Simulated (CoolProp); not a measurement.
Computed with CoolProp (reference Helmholtz-energy equation of state, Lemmon 2006). It is a short technical equation, of lower accuracy than the large ones.

### Question
For hydrogen sulfide, give the phase and the density (kg/m³), isothermal compressibility (1/MPa), fugacity coefficient at 378.7 K and 2.89 MPa.

### Answer
- 378.7 K and 2.89 MPa: gas; density 35.2, isothermal compressibility 0.394, fugacity coefficient 0.899
